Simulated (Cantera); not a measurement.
A Cantera script and its output.

```python
import numpy as np
import cantera as ct

gas = ct.Solution("gri30.yaml")
gas.TPX = 925, 100000, {'H2': 0.62, 'O2': 1, 'N2': 8.4}
reactor = ct.IdealGasConstPressureReactor(gas, energy="off", clone=False)
net = ct.ReactorNet([reactor])
net.rtol, net.atol = 1e-08, 1e-18
show = ['H2', 'O2', 'NO', 'OH', 'HO2', 'H2O']
times = np.geomspace(1e-05, 100, 14)

steps = ct.SolutionArray(gas, extra=["t"])
rows = []
print(f"{'t/s':>10s}{'T/K':>9s}{'P/Pa':>11s}" + "".join(f"{s:>11s}" for s in show))
for t in times:
    while net.time < t:
        t_next = net.step()
        steps.append(gas.state, t=t_next)
    rows.append([np.interp(t, steps.t, y) for y in (steps.T, steps.P, *steps(*show).X.T)])
    print(f"{t:10.3e}{rows[-1][0]:9.1f}{rows[-1][1]:11.4g}" + "".join(f"{x:11.3e}" for x in rows[-1][2:]))
rate = np.gradient(steps.T, steps.t)
print("integrator steps:", len(steps.t))
if steps.T.max() > steps.T[0] + 200:
    print(f"time of steepest temperature rise: {steps.t[rate.argmax()]:.4e} s")
gas.TPX = 925, 100000, {'H2': 0.62, 'O2': 1, 'N2': 8.4}
gas.equilibrate("TP")
print(f"equilibrium (TP): T = {gas.T:.1f} K  " + "  ".join(f"{s} {gas[s].X[0]:.3e}" for s in show))
```

Result:

```
       t/s      T/K       P/Pa         H2         O2         NO         OH        HO2        H2O
 1.000e-05    925.0      1e+05  6.188e-02  9.980e-02  5.786e-27  1.706e-13  6.602e-12  6.230e-13
 3.455e-05    925.0      1e+05  6.188e-02  9.980e-02  1.832e-25  5.711e-13  3.194e-11  8.220e-12
 1.194e-04    925.0      1e+05  6.188e-02  9.980e-02  3.391e-24  1.243e-12  1.715e-10  7.511e-11
 4.125e-04    925.0      1e+05  6.188e-02  9.980e-02  2.811e-23  1.546e-12  8.017e-10  4.239e-10
 1.425e-03    925.0      1e+05  6.188e-02  9.980e-02  1.310e-22  1.684e-12  3.113e-09  1.749e-09
 4.924e-03    925.0      1e+05  6.188e-02  9.980e-02  6.310e-22  2.252e-12  1.205e-08  7.286e-09
 1.701e-02    925.0      1e+05  6.188e-02  9.980e-02  6.771e-21  6.074e-12  6.124e-08  4.518e-08
 5.878e-02    925.0      1e+05  6.187e-02  9.980e-02  2.474e-18  1.370e-10  1.227e-06  1.493e-06
 2.031e-01    925.0      1e+05  5.699e-02  9.733e-02  1.255e-12  1.265e-07  3.719e-05  4.670e-03
 7.017e-01    925.0      1e+05  2.465e-02  8.235e-02  7.153e-12  1.159e-07  2.768e-05  3.810e-02
 2.424e+00    925.0      1e+05  1.619e-03  7.179e-02  4.182e-12  9.227e-08  7.315e-06  6.215e-02
 8.377e+00    925.0      1e+05  7.907e-05  7.110e-02  8.546e-13  1.666e-08  6.754e-07  6.377e-02
 2.894e+01    925.0      1e+05  1.088e-05  7.107e-02  3.685e-13  3.961e-09  1.169e-07  6.384e-02
 1.000e+02    925.0      1e+05  1.403e-06  7.106e-02  4.805e-13  1.532e-09  2.215e-08  6.385e-02
integrator steps: 1849
equilibrium (TP): T = 925.0 K  H2 1.884e-12  O2 7.106e-02  NO 7.864e-06  OH 1.442e-08  HO2 9.027e-11  H2O 6.385e-02
```

Detailed kinetics in Cantera: GRI-Mech 3.0 (53 species, 325 reactions). Below about 950 K walls govern HO2 and H2O2 in real vessels. The temperature is held fixed by assumption; the heat of reaction is taken as removed at once.
